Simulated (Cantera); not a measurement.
Source: NASA polynomial tables (part measured, part estimated), evaluated in Cantera. Values are per mole of reaction as written; species without (g) are pure solids or liquids, kept so even where they would boil at 1 bar.

Question: Between 1675 and 2275 K, where is each reaction favourable under standard conditions?
- NiS2 + C = Ni + CS2(g)

Answer: 
- NiS2 + C = Ni + CS2(g): ΔG° is -36 kJ at 1675 K and -112 kJ at 2275 K; it stays negative (K > 1). ΔH° is 173 kJ and ΔS° 125 J/K at 2275 K.
